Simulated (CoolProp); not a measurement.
n-butane along the isotherm 575 K: density (kg/m³) from the reference equation and from simpler models built on Tc = 425.1 K, pc = 3796 kPa, ω = 0.201; each cubic takes its own stable root.

Values from CoolProp's reference Helmholtz-energy equation of state, Bücker 2006.

```csv
p (kPa),phase,reference,ideal gas,van der Waals,Redlich-Kwong,Soave-Redlich-Kwong
37.9,gas,0.4613,0.4608,0.4614,0.4614,0.4613
77.9,gas,0.9492,0.9471,0.9498,0.9497,0.9493
160,gas,1.954,1.945,1.957,1.956,1.955
329,gas,4.039,4.000,4.049,4.048,4.039
675,gas,8.374,8.206,8.416,8.411,8.374
1390,gas,17.63,16.90,17.83,17.79,17.62
2850,gas,37.93,34.65,38.93,38.63,37.77
5840,supercritical,86.14,71.00,92.89,89.23,84.29
12000,supercritical,201.8,145.9,214.3,207.5,187.1
```
